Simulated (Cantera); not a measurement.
A Cantera script and what it prints.

```python
import numpy as np
import cantera as ct

gas_names = """
    AL ALH ALO ALOH ALO2 ALO2H AL2 AL2O AL2O2 H HALO HO2 H2 H2O H2O2 O OH O2 O3
""".split()
cond_names = """
    AL(cr) AL(L) AL2O3(a) AL2O3(L) H2O(s) H2O(L)
""".split()


# ... load() reads the species with a 1 bar reference pressure and builds the phases ...
atoms = {
    'Al': {'AL': 1},
    'O2': {'O': 2},
    'H2': {'H': 2},
}
top_T = {}  # K; cautious upper limits of use, not melting points


# ... equilibrate(T, P, feed) seeds the gas with the atoms and calls Mixture.equilibrate('TP', solver="vcs", rtol=1e-11, max_steps=5000) ...
results = []
feed = {'Al': 1, 'O2': 1.6, 'H2': 85}  # mol
T = 723  # K
P = 100000  # Pa
mix = equilibrate(T, P, feed)
results.append((T, P, feed, dict(zip(mix.species_names, mix.species_moles))))
print(gas.report(threshold=1e-06))
for i in range(1, mix.n_phases):
    print(f"{mix.phase(i).name:16s} {mix.phase_moles(i):12.5e} mol")
```

It prints:

```
       temperature   723 K
          pressure   1e+05 Pa
           density   0.038859 kg/m^3
  mean mol. weight   2.336 kg/kmol
   phase of matter   gas

                          1 kg             1 kmol
                     ---------------   ---------------
          enthalpy        3.2717e+06        7.6426e+06  J
   internal energy        6.9829e+05        1.6312e+06  J
           entropy             67918        1.5865e+05  J/K
    Gibbs function       -4.5833e+07       -1.0706e+08  J
 heat capacity c_p             12654             29560  J/K
 heat capacity c_v            9094.8             21245  J/K

                      mass frac. Y      mole frac. X     chem. pot. / RT
                     ---------------   ---------------   ---------------
                H2           0.84576              0.98           -16.784
               H2O           0.15424              0.02           -68.089
     [  +17 minor]        3.6046e-14        8.3531e-14

AL(cr)            0.00000e+00 mol
AL2O3(a)          5.00000e-01 mol
```

Cantera equilibrium calculation (NASA polynomials, part measured and part estimated; ideal gas, pure solids and liquids).
